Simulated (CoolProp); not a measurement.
A Linde-Hampson liquefier for carbon monoxide: isothermal reversible compression at 290 K from 1 atm to 5 MPa, throttling to 1 atm, return gas leaving the recuperator 5 K below the feed. Each further row changes one setting.

Model: reference Helmholtz-energy equation of state, Lemmon 2006, in CoolProp. It is a short technical equation, of lower accuracy than the large ones.

```json
[
 {"case": "as stated", "liquid yield per pass": "0.018", "compression work (kJ/kg of gas)": "334"},
 {"case": "high pressure 10 MPa", "liquid yield per pass": "0.045", "compression work (kJ/kg of gas)": "393"},
 {"case": "warm-end temperature 320 K", "liquid yield per pass": "0.011", "compression work (kJ/kg of gas)": "370"},
 {"case": "warm-end gap 10 K", "liquid yield per pass": "0.006", "compression work (kJ/kg of gas)": "334"}
]
```
